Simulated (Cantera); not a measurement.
Feed: 1 mol SiHCl₃, 0.19 mol NH₃, 20 mol N₂, at 773 K and 20.0 mbar.

Method: chemical equilibrium by Gibbs-energy minimisation in Cantera with the NASA 1993 tables (ideal gas, pure condensed phases). Candidate condensed phases: NH₄Cl, Si, Si₃N₄; 28 gas species. Equilibrium is a limit: real reactors are often held back by kinetics, nucleation or transport.

Base state: N₂ 0.916, HCl 0.0525, SiCl₄ 0.0217, H₂ 0.0102 (mole fractions); condensed: Si₃N₄(s).

Problem. What changes in the equilibrium state with this change: NH₃ from 0.19 to 2.8 mol?

Solution. 
```
species        before    after
-------------  ------  -------
N₂              0.916    0.772
H₂             0.0102    0.124
HCl            0.0525    0.102
SiCl₄          0.0217  0.00234
Si₃N₄(s), mol   0.178    0.312
```
